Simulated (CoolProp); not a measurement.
Aqueous potassium acetate as a coolant, 39 % by mass, freezing at -40.0 °C, 1 atm.

Model: Melinder's fits for secondary coolants, in CoolProp.

```json
[
 {"T (°C)": "-3.1", "viscosity (mPa s)": "7.06", "conductivity (W/(m K))": "0.447", "density (kg/m³)": "1220", "cp (kJ/(kg K))": "2.928"},
 {"T (°C)": "2.2", "viscosity (mPa s)": "5.74", "conductivity (W/(m K))": "0.453", "density (kg/m³)": "1217", "cp (kJ/(kg K))": "2.940"},
 {"T (°C)": "7.6", "viscosity (mPa s)": "4.75", "conductivity (W/(m K))": "0.459", "density (kg/m³)": "1215", "cp (kJ/(kg K))": "2.954"},
 {"T (°C)": "12.9", "viscosity (mPa s)": "4.01", "conductivity (W/(m K))": "0.465", "density (kg/m³)": "1213", "cp (kJ/(kg K))": "2.967"},
 {"T (°C)": "18.3", "viscosity (mPa s)": "3.43", "conductivity (W/(m K))": "0.471", "density (kg/m³)": "1210", "cp (kJ/(kg K))": "2.980"},
 {"T (°C)": "23.6", "viscosity (mPa s)": "2.98", "conductivity (W/(m K))": "0.477", "density (kg/m³)": "1207", "cp (kJ/(kg K))": "2.994"},
 {"T (°C)": "28.9", "viscosity (mPa s)": "2.61", "conductivity (W/(m K))": "0.483", "density (kg/m³)": "1205", "cp (kJ/(kg K))": "3.008"},
 {"T (°C)": "34.3", "viscosity (mPa s)": "2.30", "conductivity (W/(m K))": "0.489", "density (kg/m³)": "1202", "cp (kJ/(kg K))": "3.023"},
 {"T (°C)": "39.6", "viscosity (mPa s)": "2.04", "conductivity (W/(m K))": "0.495", "density (kg/m³)": "1199", "cp (kJ/(kg K))": "3.038"}
]
```
